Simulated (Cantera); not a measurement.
A perfectly stirred reactor is fed with CH4 : H2 : O2 : N2 = 1 : 1.5 : 3.44 : 12.9 (molar parts), equivalence ratio 0.80, at 2180 Torr; it is adiabatic with a 775 K inlet, and is followed from long to short residence time, starting on the burning branch (τ in s: 0.04, 0.019, 0.0094, 0.0046, 0.0022, 0.0011, 0.00052, 0.00025, 0.00012, 5.9e-05, 2.9e-05, 1.4e-05, 6.8e-06).

Detailed kinetics in Cantera: GRI-Mech 3.0 (53 species, 325 reactions).

x: mole fraction; the columns are a selection and need not sum to one.

| τ (s) | T (K) | x CH4 | x H2 | x O2 | x NO | x C2H |
|---|---|---|---|---|---|---|
| 0.040 | 2373 | 9.73e-7 | 0.00188 | 0.0362 | 0.00447 | <1e-12 |
| 0.019 | 2373 | 1.98e-6 | 0.00195 | 0.0369 | 0.00323 | <1e-12 |
| 0.0094 | 2372 | ___ | 0.00207 | 0.0375 | ___ | 2.16e-12 |
| 0.0046 | 2366 | 7.30e-6 | 0.00230 | 0.0381 | 0.00131 | 7.37e-12 |
| 0.0022 | 2354 | 1.36e-5 | 0.00275 | 0.0387 | 0.000782 | 2.29e-11 |
| 0.0011 | 2334 | 2.35e-5 | 0.00348 | 0.0395 | 0.000491 | 5.65e-11 |
| 0.00052 | 2300 | 4.07e-5 | 0.00472 | 0.0407 | 0.000301 | 1.26e-10 |
| 0.00025 | 2251 | 6.89e-5 | 0.00643 | 0.0423 | 0.000188 | 2.45e-10 |
| 0.00012 | 2188 | 0.000119 | 0.00861 | 0.0444 | 0.000118 | 4.57e-10 |
| 5.9e-5 | 2114 | 0.000212 | 0.0111 | 0.0471 | 7.59e-5 | 8.58e-10 |
| 2.9e-5 | 2029 | 0.000405 | 0.0138 | 0.0508 | 4.85e-5 | 1.75e-9 |
| 1.4e-5 | 1929 | 0.000889 | 0.0173 | 0.0569 | 2.78e-5 | 4.23e-9 |
| 6.8e-6 | 1803 | ___ | ___ | ___ | ___ | ___ |

What belongs in the gaps?


- 0.0094, x CH4: 3.83e-6
- 0.0094, x NO: 0.00213
- 6.8e-6, x CH4: 0.00270
- 6.8e-6, x H2: 0.0249
- 6.8e-6, x O2: 0.0701
- 6.8e-6, x NO: 1.08e-5
- 6.8e-6, x C2H: 1.44e-8
